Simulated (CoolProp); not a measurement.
The fluid at 293.15 K and 0.0235 MPa expands adiabatically to 0.002 MPa with isentropic efficiency 0.8. The same conditions are run with several fluids, on thermodynamics alone (safety and materials aside).

Values from CoolProp's reference Helmholtz-energy equation of state of each fluid (n-perfluorobutane: Gao 2022; R11: Jacobsen 1992; carbon monoxide: Lemmon 2006).

```tsv
fluid	work (kJ/kg)	final temperature (K)	final density (kg/m³)
n-perfluorobutane	19.1	270.1	0.212
R11	30.4	236.3	0.140
carbon monoxide	123	174.6	0.0386
```
